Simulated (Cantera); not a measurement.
An isothermal, constant-pressure homogeneous reactor starts with C2H6 : H2 = 1 : 4 (molar parts), at 1925 K and 0.000533 atm. Integrator tolerance rtol = 1e-08.

Model: GRI-Mech 3.0 (53 species, 325 reactions), integrated in Cantera. GRI-Mech 3.0 stops at C3 and has no aromatics, soot or wall deposition, so with more carbon than oxygen in the feed, carbon stays in small species such as C2H2 where larger ones or solid carbon would form. Radical loss at walls, strong at low pressure, is not modelled.

What does this change do: C2H6 1 to 0.15 parts?


```
quantity                                             before                                     after
-----------------  ----------------------------------------  ----------------------------------------
x(C2H6) at 7.00 s    2.98e-9 (gas-phase equilibrium <1e-12)    4.62e-9 (gas-phase equilibrium <1e-12)
x(H2) at 7.00 s         0.845 (gas-phase equilibrium 0.822)       0.956 (gas-phase equilibrium 0.927)
x(CH3) at 7.00 s   0.000183 (gas-phase equilibrium 3.32e-6)  0.000197 (gas-phase equilibrium 1.82e-6)
x(CH4) at 7.00 s   0.000641 (gas-phase equilibrium 3.66e-6)  0.000921 (gas-phase equilibrium 2.13e-6)
x(C2H4) at 7.00 s   2.76e-6 (gas-phase equilibrium 6.44e-7)   1.37e-6 (gas-phase equilibrium 1.71e-7)
x(C2H2) at 7.00 s       0.142 (gas-phase equilibrium 0.140)     0.0330 (gas-phase equilibrium 0.0330)
x(CH2) at 7.00 s    3.10e-6 (gas-phase equilibrium 1.88e-7)   2.52e-6 (gas-phase equilibrium 9.67e-8)
```

What does this change do: temperature 1925 to 1300 K?


```tsv
quantity	before	after
x(C2H6) at 7.00 s	2.98e-9 (gas-phase equilibrium <1e-12)	8.17e-6 (gas-phase equilibrium 4.34e-9)
x(H2) at 7.00 s	0.845 (gas-phase equilibrium 0.822)	0.742 (gas-phase equilibrium 0.856)
x(CH3) at 7.00 s	0.000183 (gas-phase equilibrium 3.32e-6)	6.77e-5 (gas-phase equilibrium 1.68e-6)
x(CH4) at 7.00 s	0.000641 (gas-phase equilibrium 3.66e-6)	0.167 (gas-phase equilibrium 0.00165)
x(C2H4) at 7.00 s	2.76e-6 (gas-phase equilibrium 6.44e-7)	0.0510 (gas-phase equilibrium 0.000186)
x(C2H2) at 7.00 s	0.142 (gas-phase equilibrium 0.140)	0.0395 (gas-phase equilibrium 0.142)
x(CH2) at 7.00 s	3.10e-6 (gas-phase equilibrium 1.88e-7)	8.20e-10 (gas-phase equilibrium 5.32e-11)
```
